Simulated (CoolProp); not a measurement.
Properties of acetone at several states (Tc = 508.1 K, pc = 4.692 MPa, ω = 0.307).

Computed with CoolProp (reference Helmholtz-energy equation of state, Lemmon 2006). It is a short technical equation, of lower accuracy than the large ones.

```tsv
T (K)	p (MPa)	phase	Z	cp (kJ/(kg K))	isothermal compressibility (1/MPa)
362.3	0.172	gas	___	1.645	___
185	5.41	liquid	___	1.990	0.0004996
496.6	1.23	gas	___	2.070	0.9323
```

Task: Complete the blanks.

Result: 
- 362.3, Z: 0.9434
- 362.3, isothermal compressibility (1/MPa): 6.184
- 185, Z: 0.2248
- 496.6, Z: 0.8801
